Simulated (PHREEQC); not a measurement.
Copper plating or etch bath: speciation

A solution holds 0.24 mol CuSO4, 0.13 mol HNO3 and 0.044 mol KCl per kg of water, at 53 °C. Closed to the air; pH follows from the charge balance.

All values are PHREEQC results (ion-association model, phreeqc.dat), not measurements.

Precipitation was switched off in this run.

Problem. What pH does the model give?

Solution. pH 1.52.

Problem. In which forms is Cu present?

Solution. Cu+2 62 %, CuSO4 34 %, CuCl+ 4.3 % of the Cu.

At this temperature some constants are extrapolated from 25 °C, and those without enthalpy data are left unchanged.
